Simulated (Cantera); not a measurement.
Cantera run:

```python
import numpy as np
import cantera as ct

gas_names = """
    CL CL2 H HCL H2 Pb PbCL PbCL2 PbCL4 Pb2
""".split()
cond_names = """
    Pb(cr) Pb(L) PbCL2(s) PbCL2(L)
""".split()


# ... load() reads the species with a 1 bar reference pressure and builds the phases ...
atoms = {
    'PbCl2': {'Pb': 1, 'CL': 2},
    'HCl': {'H': 1, 'CL': 1},
    'H2': {'H': 2},
}
top_T = {}  # K; cautious upper limits of use, not melting points


# ... equilibrate(T, P, feed) seeds the gas with the atoms and calls Mixture.equilibrate('TP', solver="vcs", rtol=1e-11, max_steps=5000) ...
results = []
feed = {'PbCl2': 1, 'HCl': 4, 'H2': 1.8}  # mol
P = 1000  # Pa
for T in [1273, 1323, 1373, 1423, 1473, 1523, 1573, 1623, 1673, 1723]:
    mix = equilibrate(T, P, feed)
    results.append((T, P, feed, dict(zip(mix.species_names, mix.species_moles))))

top = {s: max(r[3][s] / sum(r[3][g] for g in gas_names) for r in results) for s in gas_names}
cols = sorted((s for s in top if top[s] > 1e-06), key=lambda s: -top[s])[:7]
seen = [c for c in cond_names if any(r[3].get(c, 0) > 1e-12 for r in results)]
print("log10 of partial pressures in bar; condensed amounts in mol")
print(f"{'T/K':>10s}" + "".join(f"{s[:9]:>10s}" for s in cols + seen))
for T, P, feed, n in results:
    ng = sum(n[g] for g in gas_names)
    print(f"{T:10.4g}" + "".join(f"{np.log10(max(n[s] / ng * P / 1e5, 1e-99)):10.3f}" for s in cols)
          + "".join(f"{n.get(c, 0):10.4g}" for c in seen))
```

Output:

```
log10 of partial pressures in bar; condensed amounts in mol
       T/K       HCL        H2      PbCL     PbCL2        Pb        CL         H
      1273    -2.187    -2.679    -3.163    -3.208    -4.017    -7.065    -7.486
      1323    -2.180    -2.699    -3.124    -3.296    -3.861    -6.707    -7.149
      1373    -2.174    -2.719    -3.102    -3.390    -3.729    -6.374    -6.837
      1423    -2.168    -2.737    -3.092    -3.489    -3.618    -6.064    -6.546
      1473    -2.163    -2.755    -3.092    -3.589    -3.524    -5.774    -6.276
      1523    -2.158    -2.772    -3.100    -3.691    -3.444    -5.504    -6.022
      1573    -2.154    -2.788    -3.114    -3.794    -3.375    -5.251    -5.785
      1623    -2.151    -2.803    -3.134    -3.897    -3.316    -5.013    -5.562
      1673    -2.148    -2.817    -3.157    -3.999    -3.266    -4.790    -5.352
      1723    -2.145    -2.829    -3.185    -4.101    -3.223    -4.581    -5.154
```

Cantera equilibrium calculation (NASA polynomials, part measured and part estimated; ideal gas, pure solids and liquids). The tables' values for PbCl4 are old estimates; treat these amounts as uncertain.
